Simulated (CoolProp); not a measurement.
The fluid at 293.15 K and 0.309 MPa expands adiabatically to 0.0817 MPa with isentropic efficiency 0.85. The same conditions are run with several fluids, on thermodynamics alone (safety and materials aside).

Model: reference Helmholtz-energy equation of state of each fluid (carbon monoxide: Lemmon 2006; hydrogen chloride: Thol 2018; R407C: Lemmon 2003; R22: Kamei 1995; CH3F (R41): Lemmon 2006), in CoolProp. Blends and air are pseudo-pure fits.

Question: Rank carbon monoxide, hydrogen chloride, R407C, R22, CH3F (R41) by work (kJ/kg), highest first.

Answer: carbon monoxide (81.7), CH3F (R41) (68.0), hydrogen chloride (61.8), R407C (28.2), R22 (27.6)

```
fluid              final temperature (K)  final density (kg/m³)
-----------------  ---------------------  ---------------------
carbon monoxide                    214.1                   1.29
hydrogen chloride                  213.9                   1.70
R407C                              252.6                   3.44
R22                                243.7                   3.57
CH3F (R41)                         225.7                   1.51
```
